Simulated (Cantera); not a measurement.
A closed system holds: 1 mol BN, 41 mol HF, 0.5 mol H2, at 1825 K and 6.80 Pa.

Equilibrium computed with Cantera from the NASA thermochemical tables; the gas is ideal and each condensed phase is pure. Candidate condensed phases: B, BN; 31 gas species. The tables' values for BF2 are old estimates; treat these amounts as uncertain. Kinetics and transport are ignored.

Base state: HF 0.912, H2 0.0416, BF3 0.0224, N2 0.0120, H 0.0109, BF2 0.00145, BF 9.63e-5, F 4.50e-5 (mole fractions); condensed: gas only.

Question: What changes in the equilibrium state with this change: 0.065 mol H2O added?

Answer: 
| species | before | after |
|---|---|---|
| HF | 0.912 | 0.912 |
| H2 | 0.0416 | 0.0416 |
| BF3 | 0.0224 | 0.0209 |
| BOF | 0 | 0.00155 |
| N2 | 0.0120 | 0.0119 |
| H | 0.0109 | 0.0109 |
| BF | 9.63e-5 | 8.95e-5 |
| BF2 | 0.00145 | 0.00135 |
| F | 4.50e-5 | 4.51e-5 |
Further candidate phases: B2O3, B3O3H3, H2O.
